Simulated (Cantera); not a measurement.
## Thermodynamics of hydrogen reduction and annealing atmospheres, feed ZrO2 + H2 + N2

A closed system holds: 1 mol ZrO2, 110 mol H2, 3.9 mol N2, at 8.70 mbar.

These are equilibrium values from Cantera (NASA tables, ideal gas, pure condensed phases), not measurements of a reactor. Candidate condensed phases: H2O, Zr, ZrN, ZrO2; 28 gas species. Mutual solubility and eutectic melting of coexisting phases are not modelled. ZrN: taken at fixed stoichiometry. Condensed phases not in the tables: solid solutions among these carbides, nitrides and lower oxides. Rates play no part.

From 1425 K to 1475 K the condensed part is ZrN(s) + ZrO2(monoclinic). From 1500 K to 1700 K the condensed part is ZrN(s) + ZrO2(tetragonal).

```tsv
T (K)	x H2	x N2	x H	x H2O	x NH3	n ZrN(s)	n ZrO2(monoclinic)	n ZrO2(tetragonal)
1425	0.966	0.0342	7.19e-5	2.21e-6	1.20e-7	0.000126	1.000	0
1450	0.966	0.0342	9.96e-5	2.61e-6	1.11e-7	0.000148	1.000	0
1475	0.966	0.0342	0.000137	3.06e-6	1.02e-7	0.000174	1.000	0
1500	0.966	0.0342	0.000185	3.55e-6	9.46e-8	0.000202	0	1.000
1525	0.966	0.0342	0.000249	4.11e-6	8.78e-8	0.000234	0	1.000
1550	0.965	0.0342	0.000332	4.73e-6	8.17e-8	0.000269	0	1.000
1575	0.965	0.0342	0.000438	5.41e-6	7.62e-8	0.000308	0	1.000
1600	0.965	0.0342	0.000573	6.17e-6	7.13e-8	0.000352	0	1.000
1625	0.965	0.0342	0.000743	7.01e-6	6.67e-8	0.000399	0	1.000
1650	0.965	0.0342	0.000957	7.93e-6	6.26e-8	0.000452	0	1.000
1675	0.965	0.0342	0.00122	8.94e-6	5.89e-8	0.000509	0	0.999
1700	0.964	0.0342	0.00155	1.00e-5	5.55e-8	0.000572	0	0.999
```
x: gas mole fraction; n: condensed amount in mol.
